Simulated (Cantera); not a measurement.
Cantera run:

```python
import numpy as np
import cantera as ct

gas_names = [...]  # 130 gases of nasa_gas.yaml made of C, H, Mg, O, S
cond_names = """
    C(gr) C6H6(L) C7H8(L) C8H18(L),n-octa H2O(s) H2O(L) H2SO4(L) Mg(cr) Mg(L) MgCO3(s) MgO(s) MgO(L)
    MgO2H2(s) MgS(s) MgSO4(s) MgSO4(L) S(cr1) S(cr2) S(L)
""".split()


# ... load() reads the species with a 1 bar reference pressure and builds the phases ...
atoms = {
    'MgCO3': {'Mg': 1, 'C': 1, 'O': 3},
    'H2S': {'H': 2, 'S': 1},
    'H2O': {'H': 2, 'O': 1},
}
top_T = {'C(gr)': 4500, 'MgS(s)': 2250}  # K; cautious upper limits of use, not melting points


# ... equilibrate(T, P, feed) seeds the gas with the atoms and calls Mixture.equilibrate('TP', solver="vcs", rtol=1e-11, max_steps=5000) ...
results = []
feed = {'MgCO3': 1, 'H2S': 0.12, 'H2O': 8.1}  # mol
P = 120000  # Pa
for T in [623, 723, 823, 923, 1023, 1123, 1223, 1323, 1423, 1523, 1623, 1723, 1823, 1923]:
    mix = equilibrate(T, P, feed)
    results.append((T, P, feed, dict(zip(mix.species_names, mix.species_moles))))

top = {s: max(r[3][s] / sum(r[3][g] for g in gas_names) for r in results) for s in gas_names}
cols = sorted((s for s in top if top[s] > 0.0001), key=lambda s: -top[s])[:5]
seen = [c for c in cond_names if any(r[3].get(c, 0) > 1e-12 for r in results)]
print("log10 of partial pressures in bar; condensed amounts in mol")
print(f"{'T/K':>10s}" + "".join(f"{s[:9]:>10s}" for s in cols + seen))
for T, P, feed, n in results:
    ng = sum(n[g] for g in gas_names)
    print(f"{T:10.4g}" + "".join(f"{np.log10(max(n[s] / ng * P / 1e5, 1e-99)):10.3f}" for s in cols)
          + "".join(f"{n.get(c, 0):10.4g}" for c in seen))
```

Result:

```
log10 of partial pressures in bar; condensed amounts in mol
       T/K       H2O       CO2        H2       H2S       SO2    MgO(s)
       623     0.023    -0.886    -3.848    -1.808    -4.333         1
       723     0.023    -0.886    -3.220    -1.813    -3.705         1
       823     0.022    -0.886    -2.744    -1.826    -3.224         1
       923     0.021    -0.887    -2.373    -1.856    -2.844         1
      1023     0.020    -0.889    -2.082    -1.912    -2.540         1
      1123     0.018    -0.894    -1.856    -2.007    -2.296         1
      1223     0.015    -0.901    -1.685    -2.160    -2.104         1
      1323     0.012    -0.910    -1.567    -2.393    -1.965         1
      1423     0.010    -0.920    -1.499    -2.734    -1.878         1
      1523     0.010    -0.928    -1.475    -3.172    -1.837         1
      1623     0.010    -0.933    -1.475    -3.645    -1.823         1
      1723     0.010    -0.938    -1.484    -4.100    -1.819         1
      1823     0.010    -0.941    -1.495    -4.518    -1.818    0.9999
      1923     0.010    -0.945    -1.505    -4.894    -1.819    0.9998
```

Method: chemical equilibrium by Gibbs-energy minimisation in Cantera with the NASA 1993 tables (ideal gas, pure condensed phases). Gases not in the tables: S3 to S7.
